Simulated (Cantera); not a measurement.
A freely propagating, adiabatic, planar premixed flame of H2 : O2 : N2 = 1 : 0.217 : 0.826 (molar parts), unburnt at 423 K and 0.987 atm; mixture-averaged transport, grid criteria slope 0.08 and curve 0.16, no radiation.

Model: the H2/O2 subset of GRI-Mech 3.0, which has no nitrogen chemistry, integrated in Cantera. Burning velocities carry a grid error of a few per cent, more on coarse grids.

Q: What does this change do: N2 0.826 to 1.1 parts?

A: 
| quantity | before | after |
|---|---|---|
| laminar burning velocity | 477 cm/s | 366 cm/s |
| thermal thickness | 0.398 mm | 0.413 mm |
| peak x(HO2) | 0.000373 | 0.000323 |
| peak x(O) | 0.00240 | 0.00167 |
| peak x(H) | 0.0725 | 0.0545 |

Q: What does this change do: 0.055 parts H2O added?

A: 
| quantity | before | after |
|---|---|---|
| laminar burning velocity | 477 cm/s | 454 cm/s |
| thermal thickness | 0.398 mm | 0.384 mm |
| peak x(HO2) | 0.000373 | 0.000406 |
| peak x(O) | 0.00240 | 0.00213 |
| peak x(H) | 0.0725 | 0.0657 |
